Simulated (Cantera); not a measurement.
A freely propagating, adiabatic, planar premixed flame of CH4 : CO : O2 : N2 = 1 : 0.14 : 2.2 : 9.25 (molar parts), equivalence ratio 0.94, unburnt at 350 K and 750 Torr; mixture-averaged transport, grid criteria slope 0.08 and curve 0.16, no radiation.

Cantera simulation using GRI-Mech 3.0 (53 species, 325 reactions); the numbers are that mechanism's predictions, not measurements. Burning velocities carry a grid error of a few per cent, more on coarse grids.

### Question
What does this change do: inlet temperature 350 to 650 K?

### Answer
```json
[
 {"quantity": "laminar burning velocity", "before": "38.6 cm/s", "after": "132 cm/s"},
 {"quantity": "thermal thickness", "before": "0.497 mm", "after": "0.358 mm"},
 {"quantity": "peak x(C2H)", "before": "4.68e-8", "after": "1.65e-7"},
 {"quantity": "peak x(OH)", "before": "0.00616", "after": "0.00912"}
]
```

### Question
What does this change do: inlet temperature 350 to 398 K?

### Answer
```csv
quantity,before,after
laminar burning velocity,38.6 cm/s,48.7 cm/s
thermal thickness,0.497 mm,0.468 mm
peak x(C2H),4.68e-8,5.72e-8
peak x(OH),0.00616,0.00659
```
